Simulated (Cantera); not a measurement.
Cantera run:

```python
import numpy as np
import cantera as ct

gas_names = """
    CL CLO CL2 H HCL HNO HNO2 HNO3 HOCL HO2 H2 H2O H2O2 N NH NH2 NH3 NH2OH NO NO2 NO3 N2 N2H2 N2H4 N2O O
    OH O2 O3 Si SiCL SiCL2 SiCL3 SiCL4 SiH SiHCL3 SiH2 SiH2CL2 SiH3 SiH3CL SiH4 SiN SiO SiO2 Si2 Si2N
    Si3
""".split()
cond_names = """
    H2O(s) H2O(L) NH4CL(a) NH4CL(b) Si(cr) Si(L) SiO2(Lqz) SiO2(hqz) SiO2(L) Si2N2O(s) Si3N4(a)
""".split()


def load(file, names, dense=False):
    # The tables refer to 1 bar. Condensed volumes are neglected.
    table = {s.name: s for s in ct.Species.list_from_file(file)}
    out = []
    for n in names:
        d = dict(table[n].input_data)
        d["thermo"] = dict(d["thermo"], **{"reference-pressure": 1e5})
        if dense:
            d["equation-of-state"] = {"model": "constant-volume", "density": "1e6 g/cm^3"}
        out.append(ct.Species.from_dict(d))
    return out


gas = ct.Solution(thermo="ideal-gas", species=load("nasa_gas.yaml", gas_names))
cond = {s.name: ct.Solution(thermo="fixed-stoichiometry", species=[s], name=s.name)
        for s in load("nasa_condensed.yaml", cond_names, dense=True)}
atoms = {
    'SiH2Cl2': {'Si': 1, 'H': 2, 'CL': 2},
    'N2O': {'N': 2, 'O': 1},
    'N2': {'N': 2},
}
top_T = {'Si2N2O(s)': 2100, 'Si3N4(a)': 2400}  # K; cautious upper limits of use, not melting points


def equilibrate(T, P, feed):
    n = {}
    for name, mol in feed.items():
        for a, k in atoms[name].items():
            n[a] = n.get(a, 0.0) + k * mol
    gas.TPX = T, P, n
    mass = sum(n.values()) * gas.mean_molecular_weight
    gas.equilibrate("TP")
    valid = [c for c in cond.values() if c.min_temp <= T <= top_T.get(c.name, c.max_temp)]
    mix = ct.Mixture([(gas, mass / gas.mean_molecular_weight)] + [(c, 0.0) for c in valid])
    mix.T, mix.P = T, P
    mix.equilibrate("TP", solver="vcs", rtol=1e-11, max_steps=5000)
    return mix


results = []
feed = {'SiH2Cl2': 1, 'N2O': 0.21, 'N2': 28}  # mol
T = 1650  # K
P = 42000  # Pa
mix = equilibrate(T, P, feed)
results.append((T, P, feed, dict(zip(mix.species_names, mix.species_moles))))
x = sorted(zip(gas.X, gas.species_names), reverse=True)
print(f"T = {T:g} K  P = {P:g} Pa  gas = {mix.phase_moles(0):.4g} mol")
print("   x: " + "  ".join(f"{s} {v:.3e}" for v, s in x if v > 0.001))
print("   condensed (mol): " + ("  ".join(f"{mix.phase(i).name} {mix.phase_moles(i):.4g}"
      for i in range(1, mix.n_phases) if mix.phase_moles(i) > 1e-12) or "none"))
```

Result:

```
T = 1650 K  P = 42000 Pa  gas = 29.76 mol
   x: N2 9.348e-01  HCL 4.224e-02  H2 1.245e-02  SiCL2 7.421e-03  SiCL3 1.893e-03  SiCL4 1.060e-03
   condensed (mol): Si2N2O(s) 0.2098  Si3N4(a) 0.08996
```

These are equilibrium values from Cantera (NASA tables, ideal gas, pure condensed phases), not measurements of a reactor. Mutual solubility and eutectic melting of coexisting phases are not modelled. The tables' values for SiCl3 are old estimates; treat these amounts as uncertain.
